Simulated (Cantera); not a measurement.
Input: 1 mol SiF₄, 6.4 mol NO, 0.82 mol H₂, equilibrated at 898 K and 0.100 bar.

These are equilibrium values from Cantera (NASA tables, ideal gas, pure condensed phases), not measurements of a reactor. The numbers say what is thermodynamically allowed, not how fast it happens.

| species | before | after |
|---|---|---|
| N₂ | 0.399 | 0.402 |
| O₂ | 0.348 | 0.350 |
| SiF₄ | 0.0984 | 0.106 |
| HF | 0.105 | 0.0778 |
| H₂O | 0.0497 | 0.0641 |
| SiO₂(β-quartz), mol | 0.211 | 0 |
| SiO₂(α-quartz), mol | 0 | 0.155 |
Gas species are given as mole fractions.

### Question
Which change was made?
A) temperature from 898 K to 798.15 K
B) pressure from 0.100 bar to 0.000350 bar
C) temperature from 898 K to 1673 K
D) temperature from 898 K to 1725 K

### Answer
A, temperature from 898 K to 798.15 K
